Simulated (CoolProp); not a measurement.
Isohexane along the isotherm 380.9 K: density (kg/m³) from the reference equation and from simpler models built on Tc = 497.7 K, pc = 30.43 bar, ω = 0.280; each cubic takes its own stable root.

Values from CoolProp's reference Helmholtz-energy equation of state, Lemmon 2006. It is a short technical equation, of lower accuracy than the large ones.

| p (bar) | phase | reference |
|---|---|---|
| 0.0481 | gas | 0.1311 |
| 0.0812 | gas | 0.2215 |
| 0.137 | gas | 0.3742 |
| 0.231 | gas | 0.6327 |
| 0.39 | gas | 1.073 |
| 0.659 | gas | 1.828 |
| 1.11 | gas | 3.122 |
| 1.88 | gas | 5.422 |
| 3.17 | gas | 9.580 |
| 5.34 | liquid | 565.1 |
| 9.01 | liquid | 566.1 |
| 15.2 | liquid | 567.7 |

Question: How far does each simpler model (van der Waals, Redlich-Kwong, Soave-Redlich-Kwong, Peng-Robinson) lie from the reference over these 12 states: mean and median of the absolute difference, and the worst?

Answer: 
- van der Waals: mean 20.0 %, median 1.0 %, worst -97.1 % at 380.9 K and 5.34 bar
- Redlich-Kwong: mean 10.7 %, median 0.5 %, worst -97.0 % at 380.9 K and 5.34 bar
- Soave-Redlich-Kwong: mean 2.6 %, median 0.2 %, worst -9.6 % at 380.9 K and 5.34 bar
- Peng-Robinson: mean 0.8 %, median 0.1 %, worst +2.8 % at 380.9 K and 15.2 bar

At some of these states van der Waals, Redlich-Kwong gives the other phase, because its saturation line lies elsewhere.
